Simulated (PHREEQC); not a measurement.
Alkaline etch or developer: an equilibrium model

A solution holds 0.0078 mol/kgw TMAH and 9.9e-05 mol/kgw H3BO3, at 43 °C. Closed to the air; pH follows from the charge balance.

Computed with PHREEQC (ion-association model, phreeqc.dat).

Precipitation was switched off in this run.

Problem. Estimate the pH.

Solution. pH 11.29.

Complexes and solids missing from the database can't appear. (CH3)4N+ isn't in the database: it is added as a free cation with an ion size of 4 Å. Away from 25 °C the constants follow the database's enthalpies or fits; those with neither stay at their 25 °C values.
